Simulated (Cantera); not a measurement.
A freely propagating, adiabatic, planar premixed flame of 12.8 % CH4, 0.523 % CO, 23.5 % O2, 63.3 % N2, unburnt at 600 K and 180000 Pa; mixture-averaged transport, grid criteria slope 0.08 and curve 0.16, no radiation.

Cantera simulation using GRI-Mech 3.0 (53 species, 325 reactions); the numbers are that mechanism's predictions, not measurements. Burning velocities carry a grid error of a few per cent, more on coarse grids.

Q: Predict: laminar burning velocity; thermal thickness; peak x(C2H6); peak x(H2O2).

A: 
| Item | Result |
|---|---|
| laminar burning velocity | 176 cm/s |
| thermal thickness | 0.146 mm |
| peak x(C2H6) | 0.00153 |
| peak x(H2O2) | 2.09e-5 |
